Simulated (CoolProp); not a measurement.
Saturation properties of tetrahydrofuran.

Values from CoolProp's reference Helmholtz-energy equation of state, Fiedler 2023.

```json
[
 {"T (°C)": "68.65", "p (kPa)": "110.6", "liquid density (kg/m³)": "832.6", "vapour density (kg/m³)": "2.893", "liquid cp (kJ/(kg K))": "1.896"},
 {"T (°C)": "73.65", "p (kPa)": "129.3", "liquid density (kg/m³)": "826.7", "vapour density (kg/m³)": "3.347", "liquid cp (kJ/(kg K))": "1.917"},
 {"T (°C)": "78.75", "p (kPa)": "150.9", "liquid density (kg/m³)": "820.7", "vapour density (kg/m³)": "3.865", "liquid cp (kJ/(kg K))": "1.939"},
 {"T (°C)": "83.75", "p (kPa)": "174.7", "liquid density (kg/m³)": "814.7", "vapour density (kg/m³)": "4.431", "liquid cp (kJ/(kg K))": "…"},
 {"T (°C)": "88.85", "p (kPa)": "201.8", "liquid density (kg/m³)": "808.6", "vapour density (kg/m³)": "5.072", "liquid cp (kJ/(kg K))": "1.983"},
 {"T (°C)": "93.85", "p (kPa)": "231.4", "liquid density (kg/m³)": "802.5", "vapour density (kg/m³)": "5.769", "liquid cp (kJ/(kg K))": "2.005"},
 {"T (°C)": "98.95", "p (kPa)": "265.0", "liquid density (kg/m³)": "796.2", "vapour density (kg/m³)": "6.553", "liquid cp (kJ/(kg K))": "2.028"},
 {"T (°C)": "103.95", "p (kPa)": "301.5", "liquid density (kg/m³)": "790.0", "vapour density (kg/m³)": "7.400", "liquid cp (kJ/(kg K))": "2.051"},
 {"T (°C)": "109.05", "p (kPa)": "…", "liquid density (kg/m³)": "783.6", "vapour density (kg/m³)": "8.348", "liquid cp (kJ/(kg K))": "2.075"},
 {"T (°C)": "114.15", "p (kPa)": "387.6", "liquid density (kg/m³)": "777.1", "vapour density (kg/m³)": "9.389", "liquid cp (kJ/(kg K))": "…"},
 {"T (°C)": "119.15", "p (kPa)": "436.0", "liquid density (kg/m³)": "770.6", "vapour density (kg/m³)": "10.50", "liquid cp (kJ/(kg K))": "2.123"},
 {"T (°C)": "124.25", "p (kPa)": "490.1", "liquid density (kg/m³)": "763.9", "vapour density (kg/m³)": "11.75", "liquid cp (kJ/(kg K))": "2.148"}
]
```

What belongs in the gaps?


- 83.75, liquid cp (kJ/(kg K)): 1.960
- 109.05, p (kPa): 342.5
- 114.15, liquid cp (kJ/(kg K)): 2.099

It boils at 65.9 °C under 1 atm.
